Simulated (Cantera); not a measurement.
Charge: 1 mol TiO₂, 5.1 mol CO, 0.85 mol H₂, at 1700 Pa.

These are equilibrium values from Cantera (NASA tables, ideal gas, pure condensed phases), not measurements of a reactor. Candidate condensed phases: C, C₆H₆, C₇H₈, C₈H₁₈, H₂O, Ti, TiC, TiO, TiO₂, Ti₂O₃, Ti₃O₅, Ti₄O₇; 113 gas species. Mutual solubility and eutectic melting of coexisting phases are not modelled. Condensed phases not in the tables: Magnéli phases beyond Ti₄O₇. Equilibrium is a limit: real reactors are often held back by kinetics, nucleation or transport. All values below are at 1523 K.

Base state: CO 0.851, H₂ 0.140, CO₂ 0.00600, H₂O 0.00265, H 6.64e-5 (mole fractions); condensed: TiO₂(rutile) + Ti₄O₇(s).

Problem. What changes in the equilibrium state with this change: H₂ from 0.85 to 0.59 mol?

Solution. 
```csv
species,before,after
CO,0.851,0.890
H₂,0.140,0.102
CO₂,0.00600,0.00628
H₂O,0.00265,0.00193
H,6.64e-5,5.65e-5
"TiO₂(rutile), mol",0.794,0.813
"Ti₄O₇(s), mol",0.0515,0.0467
```
